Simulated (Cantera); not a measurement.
**Ignition delay**

Mixture: 6.35 % CH4, 0.407 % CO, 19.6 % O2, 73.7 % N2, equivalence ratio 0.66, at 3750 Torr, adiabatic and at constant volume. Ignition delay is the time to a rise of 400 K.

Detailed kinetics in Cantera: GRI-Mech 3.0 (53 species, 325 reactions).

| T0 (K) | delay (ms) |
|---|---|
| 1250 | 4.31 |
| 1300 | 2.34 |
| 1350 | 1.31 |
| 1400 | 0.752 |
| 1450 | 0.446 |
| 1500 | 0.272 |
| 1550 | 0.171 |
| 1600 | 0.110 |
| 1650 | 0.0731 |

The apparent activation energy between 1550 and 1650 K is 180 kJ/mol.
